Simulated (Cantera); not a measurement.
Feed: 1 mol Pb, 0.69 mol NH₃, 35 mol H₂, held at 1373 K and 0.100 bar.

Equilibrium computed with Cantera from the NASA thermochemical tables; the gas is ideal and each condensed phase is pure. Candidate condensed phases: Pb; 11 gas species. Rates play no part.

Base state: H₂ 0.964, Pb 0.0267, N₂ 0.00923, H 1.03e-5 (mole fractions); condensed: gas only.

Question: What changes in the equilibrium state with this change: NH₃ from 0.69 to 0.32 mol?

Answer: 
| species | before | after |
|---|---|---|
| H₂ | 0.964 | 0.968 |
| Pb | 0.0267 | 0.0273 |
| N₂ | 0.00923 | 0.00437 |
| H | 1.03e-5 | 1.04e-5 |
